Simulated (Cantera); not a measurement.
**Adiabatic ignition**

An adiabatic, constant-volume homogeneous reactor starts with 20.8 % CH4, 16.6 % O2, 62.6 % N2, equivalence ratio 2.5, at 1448 K and 5.00 bar.

Computed with Cantera and GRI-Mech 3.0 (53 species, 325 reactions).

| t (s) | T (K) | P (bar) | x CH4 | x O2 | x C2H2 | x HCO | x N2O | x H | x H2O2 |
|---|---|---|---|---|---|---|---|---|---|
| 4.00e-6 | 1448 | 5.00 | 0.208 | 0.166 | <1e-12 | <1e-12 | 2.95e-12 | 4.99e-9 | 8.26e-8 |
| 1.10e-5 | 1448 | 5.00 | 0.208 | 0.166 | <1e-12 | 8.45e-12 | 1.88e-11 | 8.18e-9 | 2.87e-7 |
| 3.03e-5 | 1448 | 5.00 | 0.208 | 0.166 | 9.97e-12 | 1.50e-10 | 9.84e-11 | 2.21e-8 | 5.17e-7 |
| 8.35e-5 | 1449 | 5.00 | 0.208 | 0.166 | 1.10e-9 | 1.91e-9 | 3.62e-10 | 5.08e-8 | 5.82e-7 |
| 0.000230 | 1452 | 5.02 | 0.207 | 0.166 | 3.98e-8 | 1.18e-8 | 1.54e-9 | 1.14e-7 | 1.22e-6 |
| 0.000632 | 1496 | 5.18 | 0.197 | 0.159 | 3.83e-6 | 1.93e-7 | 1.41e-8 | 1.09e-6 | 6.14e-6 |
| 0.00174 | 2515 | 10.9 | 9.88e-9 | 5.31e-7 | 3.30e-11 | 9.49e-7 | 1.46e-8 | 0.00401 | 1.57e-9 |
| 0.00479 | 2515 | 10.9 | 8.59e-9 | 5.35e-7 | 2.75e-11 | 9.51e-7 | 4.79e-9 | 0.00402 | 1.58e-9 |
| 0.0132 | 2515 | 10.9 | 8.54e-9 | 5.35e-7 | 2.73e-11 | 9.51e-7 | 4.40e-9 | 0.00402 | 1.58e-9 |
| 0.0363 | 2515 | 10.9 | 8.54e-9 | 5.35e-7 | 2.73e-11 | 9.51e-7 | 4.40e-9 | 0.00402 | 1.58e-9 |
| 0.100 | 2515 | 10.9 | 8.54e-9 | 5.35e-7 | 2.73e-11 | 9.51e-7 | 4.40e-9 | 0.00402 | 1.58e-9 |
x: mole fraction; the columns are a selection and need not sum to one.

time of steepest temperature rise: 0.834 ms
temperature at 0.100 s: 2515 K
equilibrium temperature: 2515 K
x(CH4) at 0.100 s: 8.54e-9 (gas-phase equilibrium 9.62e-9)
x(O2) at 0.100 s: 5.35e-7 (gas-phase equilibrium 5.35e-7)
x(C2H2) at 0.100 s: 2.73e-11 (gas-phase equilibrium 3.07e-11)
